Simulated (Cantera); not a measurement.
Input: 1 mol SiCl4, 0.017 mol C3H8, 45 mol H2, at 10.0 mbar.

Method: chemical equilibrium by Gibbs-energy minimisation in Cantera with the NASA 1993 tables (ideal gas, pure condensed phases). Candidate condensed phases: C, C6H6, C7H8, C8H18, Si, SiC; 109 gas species. Mutual solubility and eutectic melting of coexisting phases are not modelled. The tables' values for SiCl, SiCl3 are old estimates; treat these amounts as uncertain. Gases not in the tables: Si2H6 and higher silanes. Kinetics and transport are ignored.

Q: At 1850 K, list the 4 most abundant gas species with their mole fractions, and the condensed phases.

A: H2 0.921, HCl 0.0608, SiCl2 0.0116, H 0.00517. Condensed: Si(l) + SiC(s).
